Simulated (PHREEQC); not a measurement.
Make-up at 15 °C: 0.068 mol CdSO4, 0.079 mol H3BO3 and 7.7e-05 mol FeSO4 per kg of water. Closed to the air; pH follows from the charge balance.

The numbers come from PHREEQC with the ion-association model, wateq4f.dat.

Precipitation was switched off in this run.

**Question.** What pH, ionic strength does the model give?

**Answer.** pH 5.30; ionic strength 0.134 mol/kgw.

**Question.** In which forms is Cd present?

**Answer.** Cd+2 49 %, CdSO4 39 %, Cd(SO4)2-2 12 % of the Cd.

Complexes and solids missing from the database can't appear.
